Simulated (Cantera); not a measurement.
Charge: 1 mol HMDSO, 0.14 mol NO, 0.11 mol N2O, equilibrated at 1823 K and 40.0 Pa.

These are equilibrium values from Cantera (NASA tables, ideal gas, pure condensed phases), not measurements of a reactor. Candidate condensed phases: C, C6H6, C7H8, C8H18, H2O, Si, SiC, SiO2, Si2N2O, Si3N4; 151 gas species. The feed counts by its element totals alone. Rates play no part.

Base state: H2 0.843, CO 0.118, H 0.0199, N2 0.0167, HCN 0.000813, SiO 0.000699, Si 0.000295, C2H2 (acetylene) 0.000178 (mole fractions); condensed: C(graphite) + SiC(s).

Q: What changes in the equilibrium state with this change: HMDSO replaced by TEOS?

A: 
```
species             before     after
----------------  --------  --------
H2                   0.843     0.677
CO                   0.118     0.290
H                   0.0199    0.0178
N2                  0.0167    0.0120
SiO               0.000699   0.00172
HNC                3.25e-5   2.47e-5
HCN               0.000813  0.000619
C(graphite), mol      2.76      2.79
SiC(s), mol           1.99     0.970
```
